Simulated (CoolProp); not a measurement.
Vapour-liquid equilibrium of cis-2-butene (1) + ethanol (2) at 68.05 °C; x and y are mole fractions of (1).

Values from CoolProp's multi-fluid Helmholtz-energy mixture model, Lemmon 2005 and Schroeder 2014; pair parameters Bell 2016.

```tsv
x	bubble pressure (MPa)	y at the bubble point	dew pressure at overall composition x (MPa)	liquid density (mol/L)
0.05	0.1924	0.660	0.06982	15.79
0.15	0.3980	0.842	0.07803	14.99
0.25	0.5260	0.885	0.08839	14.23
0.35	0.5877	0.900	0.1019	13.51
0.45	0.6097	0.906	0.1202	12.83
0.55	0.6162	0.907	0.1463	12.18
0.65	0.6227	0.910	0.1870	11.59
0.75	0.6368	0.917	0.2586	11.05
0.85	0.6605	0.935	0.4168	10.58
0.95	0.6906	0.971	0.6749	10.16
```

No azeotrope shows between x = 0.05 and 0.95.

Pair parameters are fitted to limited data, so mixtures are less certain than the pure fluids. With so large a gap from Raoult's law the liquid may split in two, which this calculation doesn't test in full.
